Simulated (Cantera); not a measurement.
A closed system holds: 1 mol Si, 3.3 mol NF3, 3.1 mol N2, equilibrated at 252 °C.

Method: chemical equilibrium by Gibbs-energy minimisation in Cantera with the NASA 1993 tables (ideal gas, pure condensed phases). Candidate condensed phases: Si, Si3N4; 16 gas species. Kinetics and transport are ignored.

x: gas mole fraction; nothing condenses.

```
P (Pa)   x N2  x NF3  x SiF4        x F2         x F
------  -----  -----  ------  ----------  ----------
1       0.554  0.191   0.137       0.117     0.00150
6.80    0.558  0.258   0.145      0.0397    0.000335
46      0.559  0.282   0.147  (withheld)  (withheld)
320     0.559  0.289   0.148     0.00329     1.41e-5
2200    0.559  0.291   0.148  (withheld)  (withheld)
15000   0.559  0.292   0.148    0.000255     5.71e-7
100000  0.559  0.292   0.149     7.19e-5     1.18e-7
```

Complete the blanks.


- 46, x F2: 0.0118
- 46, x F: 7.02e-5
- 2200, x F2: 0.000914
- 2200, x F: 2.83e-6
